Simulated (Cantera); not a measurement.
A closed system holds: 1 mol Al₂O₃, 2.4 mol O₂, equilibrated at 800 K and 9.60 mbar.

These are equilibrium values from Cantera (NASA tables, ideal gas, pure condensed phases), not measurements of a reactor. Candidate condensed phases: Al, Al₂O₃; 9 gas species. Kinetics and transport are ignored.

Question: What is the equilibrium state?

Answer: 
```json
{
  "x(O₂)": "1.00",
  "n(Al₂O₃(s))": "1.00 mol",
  "gas_amount": "2.400 mol",
  "log10 activity of Al(s) (absent)": "-45.00"
}
```
